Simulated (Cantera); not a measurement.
Input: 1 mol TiC, 0.03 mol C, 0.48 mol N2, at 10.0 mbar.

Method: chemical equilibrium by Gibbs-energy minimisation in Cantera with the NASA 1993 tables (ideal gas, pure condensed phases). Candidate condensed phases: C, Ti, TiC, TiN; 26 gas species. Ions and electrons are included (thermal ionisation). TiC: taken at fixed stoichiometry. Rates play no part.

**Question.** Which condensed phases are stable at each of these points (T (K)): 3000, 3500, 4000, 4500, 5000?

**Answer.** 
```csv
T (K),condensed phases,Ti condensed (%)
3000,TiC(s),98.3
3500,gas only,0.0
4000,gas only,0.0
4500,gas only,0.0
5000,gas only,0.0
```

At 3000 K the condensed part is TiC(s). From 3500 K to 5000 K nothing is condensed.
